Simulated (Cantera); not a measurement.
# Equilibrium for nitride etching: BN + H2O + N2

Input: 1 mol BN, 1.2 mol H2O, 4.9 mol N2, held at 1850 K and 1.33 mbar.

Method: chemical equilibrium by Gibbs-energy minimisation in Cantera with the NASA 1993 tables (ideal gas, pure condensed phases). Candidate condensed phases: B, BN, B2O3, B3O3H3, H2O; 39 gas species. Kinetics and transport are ignored.

```
Property                                 Result
------------------------------------  ---------
x(N2)                                     0.751
x(H2)                                     0.147
x(HBO)                                   0.0292
x(B2O3)                                  0.0232
x(B2O2)                                  0.0201
x(BO)                                    0.0189
x(H)                                    0.00566
x(HBO2)                                 0.00457
x(H2O)                                  7.30e-5
gas amount                            7.188 mol
log10 activity of B(s) (absent)           -1.96
log10 activity of B3O3H3(s) (absent)     -15.99
```
